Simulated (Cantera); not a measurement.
A diamond (100) surface in a fixed gas of H2 with x(CH4) = 0.0035, x(H) = 0.0016, x(CH3) = 0.00019, at 1048 K; coverages are run to steady state.

Detailed kinetics in Cantera: the Harris–Goodwin 1993 mechanism for the reconstructed diamond (100) surface.

One state of this run: growth (µm/h) = 2.54; θ c6HH = 0.533; θ c6H* = 0.0215; θ c6*H = 0.387; θ c6** = 0.0117; θ c6HM = 0.0318. θ: site fractions in the mechanism's names (c6HH fully hydrogenated, c6H* and c6*H radical sites, c6** diradical, c6HM methylated).

Task: Which value of P (Pa) does it belong to?
(A) 3400
(B) 1100
(C) 2300
(D) 15000

Result: A, 3400
